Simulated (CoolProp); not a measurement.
A simple Rankine cycle with isobutane: condensing at 308.15 K, boiler at 1.69 MPa, turbine inlet 366.8 K, turbine efficiency 0.75, pump efficiency 0.8, no recuperator. Each further row changes one setting.

The numbers come from the reference Helmholtz-energy equation of state, Bücker 2006 in CoolProp.

| case | thermal efficiency (%) | net work (kJ/kg) | heat in (kJ/kg) | turbine exit temperature (K) | volume ratio over the turbine |
|---|---|---|---|---|---|
| as stated | 9.2 | ? | 389 | 326.7 | ? |
| turbine inlet 386.8 K | 9.2 | ? | 439 | ? | 3.94 |
| condensing temperature 300.15 K | 10.4 | ? | ? | 321.3 | ? |
| boiler pressure 1.18 MPa | 7.0 | 28.9 | 410 | 341.4 | 2.65 |
| turbine efficiency 0.65 | 7.9 | 30.7 | 389 | 329.4 | ? |

Q: What belongs in the gaps?

A: 
- as stated, net work (kJ/kg): 35.8
- as stated, volume ratio over the turbine: 4.14
- turbine inlet 386.8 K, net work (kJ/kg): 40.4
- turbine inlet 386.8 K, turbine exit temperature (K): 350.2
- condensing temperature 300.15 K, net work (kJ/kg): 42.5
- condensing temperature 300.15 K, heat in (kJ/kg): 408
- condensing temperature 300.15 K, volume ratio over the turbine: 5.19
- turbine efficiency 0.65, volume ratio over the turbine: 4.19
